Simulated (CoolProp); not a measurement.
Vapour-liquid equilibrium of R134a (1) + R123 (2) at 56.55 °C; x and y are mole fractions of (1).

The numbers come from the multi-fluid Helmholtz-energy mixture model, Tillner-Roth 1994 and Younglove 1994; pair parameters Bell 2016 in CoolProp.

Q: Give the bubble pressure and the first vapour's composition at x = 0.2, 0.5, 0.95. Is there an azeotrope?

A: x = 0.2: 547.0 kPa, y = 0.581; x = 0.5: 934.6 kPa, y = 0.815; x = 0.95: 1480 kPa, y = 0.981. No azeotrope shows between x = 0.05 and 0.95.

Pair parameters are fitted to limited data, so mixtures are less certain than the pure fluids.
